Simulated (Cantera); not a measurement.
A Cantera script and its output.

```python
import numpy as np
import cantera as ct

gas = ct.Solution("gri30.yaml")
gas.TPX = 2223, 260000, {'CH4': 1, 'H2O': 2.8, 'H2': 0.65}
reactor = ct.IdealGasConstPressureReactor(gas, energy="off", clone=False)
net = ct.ReactorNet([reactor])
net.rtol, net.atol = 1e-08, 1e-18
show = ['CH4', 'H2O', 'H2', 'C2H2', 'HO2']
times = np.geomspace(0.0003, 4, 9)

steps = ct.SolutionArray(gas, extra=["t"])
rows = []
print(f"{'t/s':>10s}{'T/K':>9s}{'P/Pa':>11s}" + "".join(f"{s:>11s}" for s in show))
for t in times:
    while net.time < t:
        t_next = net.step()
        steps.append(gas.state, t=t_next)
    rows.append([np.interp(t, steps.t, y) for y in (steps.T, steps.P, *steps(*show).X.T)])
    print(f"{t:10.3e}{rows[-1][0]:9.1f}{rows[-1][1]:11.4g}" + "".join(f"{x:11.3e}" for x in rows[-1][2:]))
rate = np.gradient(steps.T, steps.t)
print("integrator steps:", len(steps.t))
if steps.T.max() > steps.T[0] + 200:
    print(f"time of steepest temperature rise: {steps.t[rate.argmax()]:.4e} s")
gas.TPX = 2223, 260000, {'CH4': 1, 'H2O': 2.8, 'H2': 0.65}
gas.equilibrate("TP")
print(f"equilibrium (TP): T = {gas.T:.1f} K  " + "  ".join(f"{s} {gas[s].X[0]:.3e}" for s in show))
```

Result:

```
       t/s      T/K       P/Pa        CH4        H2O         H2       C2H2        HO2
 3.000e-04   2223.0    2.6e+05  1.124e-02  3.879e-01  4.773e-01  3.879e-02  8.309e-10
 9.834e-04   2223.0    2.6e+05  5.845e-03  3.068e-01  5.416e-01  1.194e-02  4.383e-10
 3.224e-03   2223.0    2.6e+05  6.400e-04  2.681e-01  5.739e-01  3.627e-04  3.108e-10
 1.057e-02   2223.0    2.6e+05  1.324e-08  2.661e-01  5.759e-01  4.167e-10  3.145e-10
 3.464e-02   2223.0    2.6e+05  7.758e-09  2.661e-01  5.759e-01  2.538e-12  3.145e-10
 1.136e-01   2223.0    2.6e+05  7.758e-09  2.661e-01  5.759e-01  2.538e-12  3.145e-10
 3.722e-01   2223.0    2.6e+05  7.758e-09  2.661e-01  5.759e-01  2.538e-12  3.145e-10
 1.220e+00   2223.0    2.6e+05  7.758e-09  2.661e-01  5.759e-01  2.538e-12  3.145e-10
 4.000e+00   2223.0    2.6e+05  7.758e-09  2.661e-01  5.759e-01  2.538e-12  3.145e-10
integrator steps: 1493
equilibrium (TP): T = 2223.0 K  CH4 9.020e-09  H2O 2.661e-01  H2 5.759e-01  C2H2 2.941e-12  HO2 3.145e-10
```

Cantera simulation using GRI-Mech 3.0 (53 species, 325 reactions); the numbers are that mechanism's predictions, not measurements.
